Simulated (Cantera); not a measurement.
A Cantera script and its output.

```python
import numpy as np
import cantera as ct

gas = ct.Solution("h2o2.yaml")
gas.TPX = 1323, 400, {'H2': 0.022, 'O2': 1, 'N2': 2.1, 'H2O': 0.012}
reactor = ct.IdealGasConstPressureReactor(gas, energy="off", clone=False)
net = ct.ReactorNet([reactor])
net.rtol, net.atol = 1e-08, 1e-18
show = ['H2', 'O2', 'OH', 'H2O2', 'O', 'H2O']
times = np.geomspace(0.0006, 90, 14)

steps = ct.SolutionArray(gas, extra=["t"])
rows = []
print(f"{'t/s':>10s}{'T/K':>9s}{'P/Pa':>11s}" + "".join(f"{s:>11s}" for s in show))
for t in times:
    while net.time < t:
        t_next = net.step()
        steps.append(gas.state, t=t_next)
    rows.append([np.interp(t, steps.t, y) for y in (steps.T, steps.P, *steps(*show).X.T)])
    print(f"{t:10.3e}{rows[-1][0]:9.1f}{rows[-1][1]:11.4g}" + "".join(f"{x:11.3e}" for x in rows[-1][2:]))
rate = np.gradient(steps.T, steps.t)
print("integrator steps:", len(steps.t))
if steps.T.max() > steps.T[0] + 200:
    print(f"time of steepest temperature rise: {steps.t[rate.argmax()]:.4e} s")
gas.TPX = 1323, 400, {'H2': 0.022, 'O2': 1, 'N2': 2.1, 'H2O': 0.012}
gas.equilibrate("TP")
print(f"equilibrium (TP): T = {gas.T:.1f} K  " + "  ".join(f"{s} {gas[s].X[0]:.3e}" for s in show))
```

It prints:

```
       t/s      T/K       P/Pa         H2         O2         OH       H2O2          O        H2O
 6.000e-04   1323.0        400  7.020e-03  3.191e-01  1.830e-09  4.374e-13  1.915e-09  3.829e-03
 1.501e-03   1323.0        400  7.020e-03  3.191e-01  7.187e-09  2.641e-12  8.083e-09  3.829e-03
 3.754e-03   1323.0        400  7.020e-03  3.191e-01  3.745e-08  1.516e-11  4.570e-08  3.829e-03
 9.389e-03   1323.0        400  7.018e-03  3.191e-01  7.541e-07  7.789e-11  9.512e-07  3.830e-03
 2.349e-02   1323.0        400  5.555e-03  3.178e-01  6.188e-04  2.247e-09  8.800e-04  4.893e-03
 5.874e-02   1323.0        400  8.874e-05  3.127e-01  9.266e-04  3.786e-09  5.568e-03  1.002e-02
 1.469e-01   1323.0        400  8.560e-05  3.128e-01  9.141e-04  3.744e-09  5.454e-03  1.004e-02
 3.675e-01   1323.0        400  8.141e-05  3.130e-01  8.916e-04  3.700e-09  5.170e-03  1.008e-02
 9.193e-01   1323.0        400  7.207e-05  3.134e-01  8.395e-04  3.589e-09  4.546e-03  1.016e-02
 2.299e+00   1323.0        400  5.436e-05  3.142e-01  7.300e-04  3.310e-09  3.387e-03  1.031e-02
 5.751e+00   1323.0        400  3.024e-05  3.153e-01  5.454e-04  2.688e-09  1.854e-03  1.052e-02
 1.439e+01   1323.0        400  1.105e-05  3.161e-01  3.302e-04  1.690e-09  6.685e-04  1.069e-02
 3.598e+01   1323.0        400  2.852e-06  3.165e-01  1.679e-04  7.543e-10  1.712e-04  1.080e-02
 9.000e+01   1323.0        400  6.527e-07  3.166e-01  8.036e-05  2.566e-10  3.903e-05  1.085e-02
integrator steps: 1145
equilibrium (TP): T = 1323.0 K  H2 3.988e-08  O2 3.167e-01  OH 1.988e-05  H2O2 2.524e-11  O 2.382e-06  H2O 1.088e-02
```

Computed with Cantera and the H2/O2 subset of GRI-Mech 3.0, which has no nitrogen chemistry. Radical loss at walls, strong at low pressure, is not modelled.
